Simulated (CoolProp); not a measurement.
Saturation properties of diethyl ether.

The numbers come from the reference Helmholtz-energy equation of state, Thol 2014 in CoolProp.

| T (K) | p (MPa) | liquid density (kg/m³) | vapour density (kg/m³) | liquid cp (kJ/(kg K)) | surface tension (mN/m) |
|---|---|---|---|---|---|
| 337.7 | 0.2644 | 659.3 | 7.648 | 2.487 | 11.9 |
| 340.8 | 0.2887 | 655.2 | 8.321 | 2.501 | 11.5 |
| 343.9 | 0.3146 | 651.1 | 9.039 | 2.515 | 11.2 |
| 347 | 0.3422 | 646.9 | 9.807 | 2.529 | 10.8 |
| 350.1 | 0.3717 | 642.6 | 10.62 | 2.544 | 10.5 |
| 353.2 | 0.4030 | 638.4 | 11.50 | 2.559 | 10.2 |
| 356.3 | 0.4362 | 634.0 | 12.42 | 2.574 | 9.81 |
| 359.4 | 0.4715 | 629.6 | ___ | 2.590 | ___ |
| 362.4 | 0.5076 | 625.3 | 14.43 | 2.605 | 9.14 |
| 365.5 | ___ | 620.8 | 15.54 | 2.622 | 8.80 |

Task: Complete the blanks.

Result: 
- 359.4, vapour density (kg/m³): 13.41
- 359.4, surface tension (mN/m): 9.47
- 365.5, p (MPa): 0.5471

It boils at 307.6 K under 1 atm.

Surface tension comes from a separate correlation (Mulero 2014).
